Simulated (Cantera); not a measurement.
**NO annealing gas**

An isothermal, constant-pressure homogeneous reactor starts with NO : N2 = 1 : 13 (molar parts), at 2198 K and 0.210 bar.

Detailed kinetics in Cantera: GRI-Mech 3.0 (53 species, 325 reactions).

| t (s) | x NO | x O2 | x N2O | x N2 | x O | x NO2 |
|---|---|---|---|---|---|---|
| 5.00e-6 | 0.0714 | 3.13e-12 | 2.29e-8 | 0.929 | 2.31e-8 | 1.10e-11 |
| 1.61e-5 | 0.0714 | 3.27e-11 | 7.31e-8 | 0.929 | 7.50e-8 | 1.09e-10 |
| 5.18e-5 | 0.0714 | 3.44e-10 | 2.29e-7 | 0.929 | 2.48e-7 | 1.01e-9 |
| 0.000167 | 0.0714 | 3.76e-9 | 6.69e-7 | 0.929 | 8.60e-7 | 7.56e-9 |
| 0.000537 | 0.0714 | 4.46e-8 | 1.62e-6 | 0.929 | 3.28e-6 | 4.23e-8 |
| 0.00173 | 0.0714 | 5.75e-7 | 2.57e-6 | 0.929 | 1.32e-5 | 1.93e-7 |
| 0.00557 | 0.0714 | 7.15e-6 | 2.70e-6 | 0.929 | 4.72e-5 | 7.10e-7 |
| 0.0179 | 0.0711 | 8.00e-5 | 2.65e-6 | 0.929 | 0.000142 | 2.09e-6 |
| 0.0578 | 0.0698 | 0.000663 | 2.51e-6 | 0.929 | 0.000274 | 3.88e-6 |
| 0.186 | 0.0643 | 0.00334 | 2.11e-6 | 0.932 | 0.000409 | 5.48e-6 |
| 0.599 | 0.0438 | 0.0134 | 1.00e-6 | 0.942 | 0.000705 | 6.62e-6 |
| 1.93 | 0.0107 | 0.0299 | 1.87e-7 | 0.958 | 0.00101 | 2.35e-6 |
| 6.21 | 0.00548 | 0.0324 | 1.54e-7 | 0.961 | 0.00106 | 1.26e-6 |
| 20.0 | 0.00548 | 0.0324 | 1.54e-7 | 0.961 | 0.00106 | 1.26e-6 |
x: mole fraction; the columns are a selection and need not sum to one.

Equilibrium at this temperature and pressure: NO 0.00548, O2 0.0324, N2O 1.54e-7, N2 0.961, O 0.00106, NO2 1.26e-6 (gas phase only).
